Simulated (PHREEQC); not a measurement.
A solution holds 0.0002 mol Ca(HCO3)2, 0.0076 mol NaHCO3 and 0.21 mol NaCl per kg of water, at 25 °C and 500 atm. Closed to the air; pH follows from the charge balance.

Equilibrium calculation in PHREEQC: ion-association model, phreeqc.dat.

Precipitation was switched off in this run.

Question: Predict the pH.

Answer: pH 7.68.

Question: In which forms is Ca present?

Answer: Ca+2 96 %, CaHCO3+ 2.8 %, CaCO3 0.9 % of the Ca.

Under pressure, the constants of complexes without a molar volume in the database are unreliable.
